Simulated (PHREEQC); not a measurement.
Solution (83 °C): 2.5 mmol/kgw H2SO4, 18 mmol/kgw FeSO4 and 36 mmol/kgw MgSO4. Closed to the air; pH follows from the charge balance.

Computed with PHREEQC (Pitzer model, pitzer.dat).

Each row changes one thing in this solution. This is a speciation only: nothing precipitates in the calculation.

```tsv
case	pH	SO4-2 (mol/kgw)	HSO4- (mol/kgw)	MgOH+ (mol/kgw)	SI of Hexahydrite (MgSO4:6H2O)	SI of Kieserite (MgSO4:H2O)
as made	3.18	0.0525	0.00402	1.66e-9	-2.53	-2.67
H2SO4 from 0.0025 to 0.00025 mol/kgw	4.19	0.0539	0.000405	1.69e-8	-2.52	-2.67
FeSO4 from 0.018 to 0.0018 mol/kgw	3.10	0.0364	0.00391	1.57e-9	-2.54	-2.68
H2SO4 from 0.0025 to 0.005 mol/kgw	2.86	0.0510	0.00799	8.16e-10	-2.54	-2.68
```

At this temperature some constants are extrapolated from 25 °C, and those without enthalpy data are left unchanged.
